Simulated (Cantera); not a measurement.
A counterflow diffusion flame at 443 Torr, nozzles 20 mm apart: fuel side CH4 = 1 (molar parts) at 325 K, oxidiser side O2 : N2 = 0.23 : 0.77 (molar parts) at 300 K, fuel mass flux 0.67 times the oxidiser's; mixture-averaged transport, no radiation.

Cantera simulation using GRI-Mech 3.0 (53 species, 325 reactions); the numbers are that mechanism's predictions, not measurements. GRI-Mech 3.0 has no aromatics or soot, which form on the fuel side of real flames. The maximum strain rate includes the flame's own expansion and is several times the mean.

x: mole fraction; the columns are a selection and need not sum to one.

```csv
oxidiser flux (kg/m²/s),max strain (1/s),mean strain (1/s),T max (K),peak x OH,peak x H,peak x NO,peak x CO,peak x C2H2
0.15,174,25.3,2072,0.00867,0.00541,0.000240,0.0595,0.0129
0.2,…,33.7,2061,0.00860,0.00559,0.000222,0.0590,0.0124
0.27,…,45.5,2049,0.00848,0.00575,…,0.0584,0.0118
0.37,384,62.4,2035,0.00830,0.00592,0.000178,0.0580,0.0112
0.5,497,84.4,2021,0.00811,0.00605,0.000154,0.0579,0.0106
0.68,646,115,2002,0.00780,0.00610,0.000126,0.0578,0.00972
0.93,843,157,1979,0.00737,0.00606,9.77e-5,0.0580,0.00867
```

Question: Complete the blanks.

Answer: 
- 0.2, max strain (1/s): 225
- 0.27, max strain (1/s): 293
- 0.27, peak x NO: 0.000201
